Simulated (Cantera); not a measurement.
Feed: 1 mol Si, 4.8 mol H₂, at 675 Torr.

Equilibrium computed with Cantera from the NASA thermochemical tables; the gas is ideal and each condensed phase is pure. Candidate condensed phases: Si; 9 gas species. The numbers say what is thermodynamically allowed, not how fast it happens. All values below are at 452 °C.

Base state: H₂ 1.00 (mole fractions); condensed: Si(s).

What changes in the equilibrium state with this change: Si replaced by SiCl₄?


```tsv
species	before	after
H₂	1.00	0.821
SiCl₄	0	0.166
HCl	0	0.00650
SiHCl₃	0	0.00647
SiH₂Cl₂	0	1.75e-5
Si(s), mol	1.000	0
```
